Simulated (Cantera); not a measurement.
**Low-pressure radical oxidation in H2/O2**

An isothermal, constant-pressure homogeneous reactor starts with H2 : O2 = 0.12 : 1 (molar parts), equivalence ratio 0.060, at 1473 K and 3.23 Torr.

Detailed kinetics in Cantera: the H2/O2 subset of GRI-Mech 3.0, which has no nitrogen chemistry. Radical loss at walls, strong at low pressure, is not modelled. The temperature is held fixed by assumption; the heat of reaction is taken as removed at once.

```json
[
 {"t (s)": "7.00e-6", "x H2": "0.107", "x O2": "0.893", "x OH": "8.02e-10", "x H2O": "2.92e-11", "x HO2": "1.32e-8", "x O": "8.07e-10"},
 {"t (s)": "2.56e-5", "x H2": "0.107", "x O2": "0.893", "x OH": "9.25e-9", "x H2O": "1.27e-9", "x HO2": "4.82e-8", "x O": "9.48e-9"},
 {"t (s)": "9.36e-5", "x H2": "0.107", "x O2": "0.893", "x OH": "8.80e-8", "x H2O": "4.65e-8", "x HO2": "1.76e-7", "x O": "9.49e-8"},
 {"t (s)": "0.000343", "x H2": "0.107", "x O2": "0.893", "x OH": "1.29e-6", "x H2O": "1.99e-6", "x HO2": "6.42e-7", "x O": "1.47e-6"},
 {"t (s)": "0.00125", "x H2": "0.103", "x O2": "0.890", "x OH": "0.00137", "x H2O": "0.00279", "x HO2": "1.36e-6", "x O": "0.00160"},
 {"t (s)": "0.00458", "x H2": "0.00340", "x O2": "0.809", "x OH": "0.0132", "x H2O": "0.0874", "x HO2": "9.64e-7", "x O": "0.0669"},
 {"t (s)": "0.0168", "x H2": "0.00332", "x O2": "0.811", "x OH": "0.0130", "x H2O": "0.0881", "x HO2": "9.63e-7", "x O": "0.0652"},
 {"t (s)": "0.0613", "x H2": "0.00307", "x O2": "0.818", "x OH": "0.0126", "x H2O": "0.0904", "x HO2": "9.55e-7", "x O": "0.0592"},
 {"t (s)": "0.224", "x H2": "0.00228", "x O2": "0.838", "x OH": "0.0110", "x H2O": "0.0968", "x HO2": "9.06e-7", "x O": "0.0420"},
 {"t (s)": "0.820", "x H2": "0.000854", "x O2": "0.869", "x OH": "0.00684", "x H2O": "0.107", "x HO2": "6.42e-7", "x O": "0.0148"},
 {"t (s)": "3.00", "x H2": "0.000119", "x O2": "0.884", "x OH": "0.00258", "x H2O": "0.112", "x HO2": "2.09e-7", "x O": "0.00201"}
]
```
x: mole fraction; the columns are a selection and need not sum to one.

Equilibrium at this temperature and pressure: H2 2.41e-6, O2 0.887, OH 0.000368, H2O 0.113, HO2 1.28e-7, O 4.03e-5 (gas phase only).
